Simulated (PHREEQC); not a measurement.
Phosphoric acid bath: an equilibrium model

Dissolve 0.26 mol H3PO4 and 0.0051 mol K2HPO4 per kg of water at 73 °C. Closed to the air; pH follows from the charge balance.

Computed with PHREEQC (ion-association model, wateq4f.dat).

Precipitation was switched off in this run.

Problem. Predict the pH, ionic strength.

Solution. pH 1.57; ionic strength 0.0420 mol/kgw.

Problem. In which forms is P present?

Solution. H3PO4 84 %, H2PO4- 16 % of the P.

H3PO4, which wateq4f.dat lacks, is added to it with the constant of phreeqc.dat. At this temperature some constants are extrapolated from 25 °C, and those without enthalpy data are left unchanged.
